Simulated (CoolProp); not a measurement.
50 sccm (0 °C, 1 atm) of nitrogen bubbles through liquid the fluoroketone C6F12O (FK-5-1-12) at 288 K and leaves saturated at a total pressure of 0.15 MPa (ideal gas phase). Each further row changes one setting.

Computed with CoolProp (reference Helmholtz-energy equation of state, McLinden 2015).

```json
[
 {"case": "as stated", "vapour pressure (kPa)": "25.9", "mole fraction of vapour": "___", "delivery (mg/min)": "147", "delivery (sccm)": "10.4", "change of delivery for a bath 1 K warmer (%)": "___"},
 {"case": "bath temperature 293 K", "vapour pressure (kPa)": "___", "mole fraction of vapour": "0.216", "delivery (mg/min)": "194", "delivery (sccm)": "13.8", "change of delivery for a bath 1 K warmer (%)": "5.8"},
 {"case": "total pressure 0.3 MPa", "vapour pressure (kPa)": "25.9", "mole fraction of vapour": "0.0862", "delivery (mg/min)": "66.5", "delivery (sccm)": "___", "change of delivery for a bath 1 K warmer (%)": "___"}
]
```

Q: Some entries are withheld; supply them.

A: 
- as stated, mole fraction of vapour: 0.172
- as stated, change of delivery for a bath 1 K warmer (%): 5.7
- bath temperature 293 K, vapour pressure (kPa): 32.4
- total pressure 0.3 MPa, delivery (sccm): 4.72
- total pressure 0.3 MPa, change of delivery for a bath 1 K warmer (%): 5.1
